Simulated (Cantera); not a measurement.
## Adiabatic ignition

An adiabatic, constant-volume homogeneous reactor starts with 15.9 % H2, 17.6 % O2, 66.5 % N2, equivalence ratio 0.45, at 1475 K and 4.44 atm.

Cantera simulation using the H2/O2 subset of GRI-Mech 3.0, which has no nitrogen chemistry; the numbers are that mechanism's predictions, not measurements. The hydrogen kinetics of GRI-Mech 3.0 are dated; newer H2 mechanisms differ, most at raised pressure.

```csv
t (s),T (K),P (bar),x H2,x O2,x O,x H2O2,x H2O,x OH,x HO2
8.00e-6,2606,7.42,0.00513,0.0980,0.00794,1.06e-6,0.153,0.0208,2.73e-5
2.15e-5,2699,7.64,0.00268,0.0999,0.00414,1.46e-6,0.160,0.0163,2.78e-5
5.76e-5,2699,7.64,0.00267,0.0999,0.00413,1.46e-6,0.160,0.0163,2.78e-5
0.000155,2699,7.64,0.00267,0.0999,0.00413,1.46e-6,0.160,0.0163,2.78e-5
0.000415,2699,7.64,0.00267,0.0999,0.00413,1.46e-6,0.160,0.0163,2.78e-5
0.00111,2699,7.64,0.00267,0.0999,0.00413,1.46e-6,0.160,0.0163,2.78e-5
0.00299,2699,7.64,0.00267,0.0999,0.00413,1.46e-6,0.160,0.0163,2.78e-5
0.00803,2699,7.64,0.00267,0.0999,0.00413,1.46e-6,0.160,0.0163,2.78e-5
0.0215,2699,7.64,0.00267,0.0999,0.00413,1.46e-6,0.160,0.0163,2.78e-5
0.0578,2699,7.64,0.00267,0.0999,0.00413,1.46e-6,0.160,0.0163,2.78e-5
0.155,2699,7.64,0.00267,0.0999,0.00413,1.46e-6,0.160,0.0163,2.78e-5
0.416,2699,7.64,0.00267,0.0999,0.00413,1.46e-6,0.160,0.0163,2.78e-5
1.12,2699,7.64,0.00267,0.0999,0.00413,1.46e-6,0.160,0.0163,2.78e-5
3.00,2699,7.64,0.00267,0.0999,0.00413,1.46e-6,0.160,0.0163,2.78e-5
```
x: mole fraction; the columns are a selection and need not sum to one.

The time of steepest temperature rise is 3.58 µs and the temperature at 3.00 s is 2699 K. The equilibrium temperature comes out as 2699 K and the x(H2) at 3.00 s comes out as 0.00267 (gas-phase equilibrium 0.00267). The x(O2) at 3.00 s is 0.0999 (gas-phase equilibrium 0.0999) and the x(O) at 3.00 s is 0.00413 (gas-phase equilibrium 0.00413).
